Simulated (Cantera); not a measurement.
A perfectly stirred reactor is fed with CH4 : C2H6 : O2 : N2 = 1 : 0.045 : 3.22 : 12.1 (molar parts), at 488 Torr; it is adiabatic with a 500 K inlet, and is followed from long to short residence time, starting on the burning branch (τ in s: 0.027, 0.009, 0.003, 0.001, 0.00035, 0.00012, 4e-05, 1.3e-05, 4.5e-06).

Cantera simulation using GRI-Mech 3.0 (53 species, 325 reactions); the numbers are that mechanism's predictions, not measurements.

Question: What does this change do: inlet temperature 500 to 398 K?

Answer: 
```json
[
 {"quantity": "blow-out, bracketed by the residence times tried", "before": "burning at 0.350 ms, out at 0.120 ms", "after": "burning at 0.350 ms, out at 0.120 ms"},
 {"quantity": "x(CH4) at τ = 27.0 ms", "before": "1.67e-5", "after": "2.08e-5"},
 {"quantity": "x(C2H6) at τ = 27.0 ms", "before": "1.72e-7", "after": "2.28e-7"},
 {"quantity": "x(O2) at τ = 27.0 ms", "before": "0.0648", "after": "0.0649"},
 {"quantity": "x(C2H4) at τ = 27.0 ms", "before": "4.15e-7", "after": "5.41e-7"},
 {"quantity": "x(N2O) at τ = 27.0 ms", "before": "3.25e-7", "after": "3.49e-7"},
 {"quantity": "x(CH4) at τ = 0.350 ms", "before": "0.000474", "after": "0.000650"},
 {"quantity": "x(C2H6) at τ = 0.350 ms", "before": "5.36e-6", "after": "7.26e-6"},
 {"quantity": "x(O2) at τ = 0.350 ms", "before": "0.0728", "after": "0.0742"},
 {"quantity": "x(C2H4) at τ = 0.350 ms", "before": "2.26e-6", "after": "2.86e-6"},
 {"quantity": "x(N2O) at τ = 0.350 ms", "before": "1.56e-7", "after": "1.50e-7"}
]
```

Question: What does this change do: inlet temperature 500 to 623 K?

Answer: 
```
quantity                                                                        before                                after
------------------------------------------------  ------------------------------------  -----------------------------------
blow-out, bracketed by the residence times tried  burning at 0.350 ms, out at 0.120 ms  burning at 0.120 ms, out at 40.0 µs
x(CH4) at τ = 27.0 ms                                                          1.67e-5                              1.29e-5
x(C2H6) at τ = 27.0 ms                                                         1.72e-7                              1.21e-7
x(O2) at τ = 27.0 ms                                                            0.0648                               0.0647
x(C2H4) at τ = 27.0 ms                                                         4.15e-7                              2.92e-7
x(N2O) at τ = 27.0 ms                                                          3.25e-7                              3.01e-7
x(CH4) at τ = 0.350 ms                                                        0.000474                             0.000348
x(C2H6) at τ = 0.350 ms                                                        5.36e-6                              3.97e-6
x(O2) at τ = 0.350 ms                                                           0.0728                               0.0718
x(C2H4) at τ = 0.350 ms                                                        2.26e-6                              1.84e-6
x(N2O) at τ = 0.350 ms                                                         1.56e-7                              1.60e-7
```
